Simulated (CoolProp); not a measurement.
Properties of R13 along the isobar 1.1 MPa (Tc = 29.9 °C, pc = 3.973 MPa, ω = 0.175).

Computed with CoolProp (reference Helmholtz-energy equation of state, Platzer 1990). This equation is an older, rougher fit; its heat capacities, sound speeds and derivatives of the liquid may be far off and weren't checked against measurements.

```tsv
T (°C)	phase	density (kg/m³)	conductivity (mW/(m K))	fugacity coefficient
-77.85	liquid	1510	89.0	0.1105
-61.35	liquid	1445	80.5	0.2304
-44.75	liquid	1373	72.1	0.4214
-28.15	liquid	1291	63.9	0.6917
-11.55	gas	64.46	10.9	0.8479
5.05	gas	57.80	11.8	0.8764
21.55	gas	52.84	12.8	0.8982
38.15	gas	48.87	13.9	0.9153
54.75	gas	45.60	14.9	0.9290
71.35	gas	42.82	16.1	0.9401
87.95	gas	40.41	17.2	0.9492
104.45	gas	38.32	18.4	0.9567
121.05	gas	36.44	19.6	0.9630
```

Thermal conductivity comes from a separate model (Huber 2003), an estimate that may be off by 10 % or more.
